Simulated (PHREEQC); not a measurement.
Solution (25 °C): 0.0037 mol/kgw NaHS and 4.4e-05 mol/kgw NaHCO3. Closed to the air; pH follows from the charge balance.

All values are PHREEQC results (ion-association model, phreeqc.dat), not measurements.

```
quantity                   before    after
------------------------  -------  -------
pH                           9.17     8.96
ionic strength (mol/kgw)  0.00375  0.00416
H2S (mol/kgw)             2.03e-5  3.26e-5
```

**Question.** Name the change that produced these shifts.
A. diluted 2-fold with water
B. NaHCO3 replaced by NaHSO4 at the same molality
C. NaHCO3 from 4.4e-05 to 4.4e-06 mol/kgw
D. NaHCO3 from 4.4e-05 to 0.00044 mol/kgw
E. 0.00077 mol/kgw ZnBr2 added

**Answer.** D, NaHCO3 from 4.4e-05 to 0.00044 mol/kgw

This is a speciation only: nothing precipitates in the calculation.
